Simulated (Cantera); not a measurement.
Mixture: H₂ : O₂ : N₂ = 1 : 1.16 : 3.49 (molar parts), equivalence ratio 0.43, at 101000 Pa, adiabatic and at constant volume. Ignition delay is the time to a rise of 400 K.

Computed with Cantera and the H2/O2 subset of GRI-Mech 3.0, which has no nitrogen chemistry. Where the delays flatten at high temperature, the 400 K rule measures the pace of heat release, not the induction time.

Task: Predict: delay at 1275 K; delay at 1350 K; delay at 1425 K; delay at 1500 K; delay at 1575 K; delay at 1650 K.

Result: 
```json
{
 "delay at 1275 K": "29.9 µs",
 "delay at 1350 K": "23.1 µs",
 "delay at 1425 K": "19.1 µs",
 "delay at 1500 K": "16.8 µs",
 "delay at 1575 K": "15.6 µs",
 "delay at 1650 K": "15.2 µs"
}
```
